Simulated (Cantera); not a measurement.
Input: 1 mol V, 0.6 mol NH3, 2 mol H2, at 0.000750 Torr.

Cantera equilibrium calculation (NASA polynomials, part measured and part estimated; ideal gas, pure solids and liquids). Candidate condensed phases: V, VN; 11 gas species. Mutual solubility and eutectic melting of coexisting phases are not modelled. VN: taken at fixed stoichiometry. Condensed phases not in the tables: V2N, N, O or C dissolved in the metal. The numbers say what is thermodynamically allowed, not how fast it happens.

Task: What share of the V ends up in condensed phases as a function of T (K), at 1273, 1373, 1473, 1573, 1673, 1773, 1873, 1973?

Result: 
| T (K) | V condensed (%) | as |
|---|---|---|
| 1273 | 100.0 | V(s) + VN(s) |
| 1373 | 100.0 | V(s) + VN(s) |
| 1473 | 100.0 | V(s) |
| 1573 | 99.8 | V(s) |
| 1673 | 98.0 | V(s) |
| 1773 | 82.0 | V(s) |
| 1873 | 0.0 | - |
| 1973 | 0.0 | - |
